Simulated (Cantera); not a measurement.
A closed system holds: 1 mol Si2Cl6, 16 mol N2, 0.79 mol H2, held at 500 °C and 25.0 mbar.

Equilibrium computed with Cantera from the NASA thermochemical tables; the gas is ideal and each condensed phase is pure. Candidate condensed phases: NH4Cl, Si, Si3N4; 28 gas species. The feed counts by its element totals alone. N2 is the only nitrogen source here; it is nearly inert below about 1500 K, so the nitride shown seldom forms there in practice. The numbers say what is thermodynamically allowed, not how fast it happens.

Q: What is the equilibrium state?

A: 
- x(N2) = 0.856
- x(HCl) = 0.0673
- x(SiCl4) = 0.0662
- x(H2) = 0.0101
- x(SiHCl3) = 6.28e-6
- n(Si3N4(s)) = 0.268 mol
- gas amount = 18.06 mol
- log10 activity of Si(s) (absent) = -9.90
